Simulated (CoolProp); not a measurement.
100 sccm (0 °C, 1 atm) of nitrogen bubbles through liquid n-heptane at 349.2 K and leaves saturated at a total pressure of 0.15 MPa (ideal gas phase). Each further row changes one setting.

Computed with CoolProp (reference Helmholtz-energy equation of state, Span 2003). It is a short technical equation, of lower accuracy than the large ones.

| case | vapour pressure (kPa) | mole fraction of vapour | delivery (mg/min) | delivery (sccm) | change of delivery for a bath 1 K warmer (%) |
|---|---|---|---|---|---|
| as stated | 50.0 | (withheld) | 223 | 50.0 | 5.3 |
| bath temperature 354.2 K | 59.1 | 0.394 | 291 | (withheld) | 5.6 |
| total pressure 0.3 MPa | 50.0 | (withheld) | 89.4 | 20.0 | 4.2 |

**Question.** What belongs in the gaps?

**Answer.** 
- as stated, mole fraction of vapour: 0.333
- bath temperature 354.2 K, delivery (sccm): 65.0
- total pressure 0.3 MPa, mole fraction of vapour: 0.167
